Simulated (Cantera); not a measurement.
# Ignition delay

Mixture: CH4 : O2 : N2 = 1 : 3.7 : 13.9 (molar parts), equivalence ratio 0.54, at 1.10 bar, adiabatic and at constant volume. Ignition delay is the time to a rise of 400 K.

Computed with Cantera and GRI-Mech 3.0 (53 species, 325 reactions).

| T0 (K) | delay (ms) |
|---|---|
| 1025 | 465 |
| 1075 | 201 |
| 1125 | 90.5 |
| 1175 | 42.5 |
| 1225 | 20.8 |
| 1275 | 10.6 |
| 1325 | 5.61 |
| 1375 | 3.10 |

- apparent activation energy between 1275 and 1375 K: 180 kJ/mol
